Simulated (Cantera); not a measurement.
What does this Cantera script print?

```python
import numpy as np
import cantera as ct

gas = ct.Solution("gri30.yaml")
gas.TPX = 598, 430000, {'H2': 1, 'O2': 0.641, 'N2': 1.92}
inlet = ct.Reservoir(gas, clone=True)
gas.equilibrate("HP")  # start burning
reactor = ct.IdealGasConstPressureReactor(gas, energy="on", clone=False)
exhaust = ct.Reservoir(gas, clone=True)
tau = [0.048, 0.019, 0.0077, 0.0031, 0.0012, 0.00049, 0.00019, 7.7e-05, 3.1e-05, 1.2e-05][0]
for a, b in ((inlet, reactor), (reactor, exhaust)):
    ct.MassFlowController(a, b, mdot=lambda t: reactor.mass / tau)
net = ct.ReactorNet([reactor])
show = ['H2', 'O2', 'NO2', 'H2O2', 'H', 'O']

rows = []
print(f"{'tau/s':>10s}{'T/K':>9s}" + "".join(f"{s:>11s}" for s in show))
for tau in [0.048, 0.019, 0.0077, 0.0031, 0.0012, 0.00049, 0.00019, 7.7e-05, 3.1e-05, 1.2e-05]:
    net.initial_time = 0.0
    net.advance(30 * tau)
    before = gas.X
    net.advance(40 * tau)
    drift = np.max(np.abs(gas.X - before) / (gas.X + 1e-9))
    rows.append([gas.T, *gas[show].X, drift])
    print(f"{tau:10.3e}{gas.T:9.1f}" + "".join(f"{x:11.3e}" for x in gas[show].X))
```

Output:

```
     tau/s      T/K         H2         O2        NO2       H2O2          H          O
 4.800e-02   2533.7  5.316e-03  4.013e-02  6.816e-06  9.809e-07  1.037e-03  1.668e-03
 1.900e-02   2534.5  5.361e-03  4.053e-02  6.184e-06  9.874e-07  1.054e-03  1.696e-03
 7.700e-03   2535.7  5.466e-03  4.128e-02  5.023e-06  9.985e-07  1.092e-03  1.755e-03
 3.100e-03   2536.0  5.707e-03  4.232e-02  3.382e-06  1.011e-06  1.172e-03  1.862e-03
 1.200e-03   2531.4  6.294e-03  4.337e-02  1.816e-06  1.016e-06  1.360e-03  2.066e-03
 4.900e-04   2516.1  7.561e-03  4.415e-02  9.105e-07  1.009e-06  1.788e-03  2.458e-03
 1.900e-04   2477.2  1.041e-02  4.506e-02  4.212e-07  1.021e-06  2.928e-03  3.367e-03
 7.700e-05   2405.5  1.526e-02  4.650e-02  1.865e-07  1.127e-06  5.475e-03  5.058e-03
 3.100e-05   2292.4  2.219e-02  4.899e-02  8.166e-08  1.393e-06  1.053e-02  7.735e-03
 1.200e-05   2131.2  3.099e-02  5.315e-02  4.390e-08  1.938e-06  1.935e-02  1.125e-02
```

Cantera simulation using GRI-Mech 3.0 (53 species, 325 reactions); the numbers are that mechanism's predictions, not measurements. The hydrogen kinetics of GRI-Mech 3.0 are dated; newer H2 mechanisms differ, most at raised pressure.
